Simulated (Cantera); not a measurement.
A perfectly stirred reactor is fed with CH4 : H2O : H2 = 1 : 1.3 : 0.23 (molar parts), at 0.987 atm; it is held at 2148 K, and followed from long to short residence time.

Model: GRI-Mech 3.0 (53 species, 325 reactions), integrated in Cantera.

Problem. What does this change do: pressure from 0.987 atm to 0.405 atm?

Solution. 
```csv
quantity,before,after
x(CH4) at τ = 2.00 s,0.000617,0.000598
x(H2O) at τ = 2.00 s,0.0634,0.0634
x(H2) at τ = 2.00 s,0.712,0.711
x(CH2O) at τ = 2.00 s,1.30e-7,1.34e-7
x(C2H4) at τ = 2.00 s,4.81e-7,3.54e-7
x(CH4) at τ = 71.0 ms,0.00562,0.00574
x(H2O) at τ = 71.0 ms,0.0887,0.0943
x(H2) at τ = 71.0 ms,0.690,0.684
x(CH2O) at τ = 71.0 ms,9.44e-7,1.53e-6
x(C2H4) at τ = 71.0 ms,3.05e-5,2.53e-5
```

Problem. What does this change do: temperature 2148 to 1298 K?

Solution. 
```
quantity                  before    after
----------------------  --------  -------
x(CH4) at τ = 2.00 s    0.000617    0.383
x(H2O) at τ = 2.00 s      0.0634    0.510
x(H2) at τ = 2.00 s        0.712    0.102
x(CH2O) at τ = 2.00 s    1.30e-7  2.36e-7
x(C2H4) at τ = 2.00 s    4.81e-7  0.00187
x(CH4) at τ = 71.0 ms    0.00562    0.395
x(H2O) at τ = 71.0 ms     0.0887    0.514
x(H2) at τ = 71.0 ms       0.690   0.0912
x(CH2O) at τ = 71.0 ms   9.44e-7  8.48e-8
x(C2H4) at τ = 71.0 ms   3.05e-5  6.30e-5
```
